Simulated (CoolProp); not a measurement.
A simple Rankine cycle with n-perfluoropentane: condensing at 312.15 K, boiler at 1.64 MPa, turbine inlet 424.1 K, turbine efficiency 0.85, pump efficiency 0.8, no recuperator. Each further row changes one setting.

Model: reference Helmholtz-energy equation of state, Gao 2022, in CoolProp.

```json
[
 {"case": "as stated", "thermal efficiency (%)": "11.3", "net work (kJ/kg)": "19.5", "heat in (kJ/kg)": "173", "turbine exit temperature (K)": "385.6", "volume ratio over the turbine": "15.7"},
 {"case": "turbine inlet 444.1 K", "thermal efficiency (%)": "___", "net work (kJ/kg)": "21.4", "heat in (kJ/kg)": "196", "turbine exit temperature (K)": "408.1", "volume ratio over the turbine": "___"},
 {"case": "condensing temperature 304.15 K", "thermal efficiency (%)": "12.1", "net work (kJ/kg)": "22.0", "heat in (kJ/kg)": "181", "turbine exit temperature (K)": "___", "volume ratio over the turbine": "___"},
 {"case": "boiler pressure 1.15 MPa", "thermal efficiency (%)": "___", "net work (kJ/kg)": "18.0", "heat in (kJ/kg)": "180", "turbine exit temperature (K)": "395.1", "volume ratio over the turbine": "___"},
 {"case": "turbine efficiency 0.75", "thermal efficiency (%)": "9.9", "net work (kJ/kg)": "17.1", "heat in (kJ/kg)": "173", "turbine exit temperature (K)": "388.2", "volume ratio over the turbine": "15.8"}
]
```

Fill in the missing entries.


- turbine inlet 444.1 K, thermal efficiency (%): 10.9
- turbine inlet 444.1 K, volume ratio over the turbine: 14.1
- condensing temperature 304.15 K, turbine exit temperature (K): 382.5
- condensing temperature 304.15 K, volume ratio over the turbine: 20.8
- boiler pressure 1.15 MPa, thermal efficiency (%): 10.0
- boiler pressure 1.15 MPa, volume ratio over the turbine: 9.34
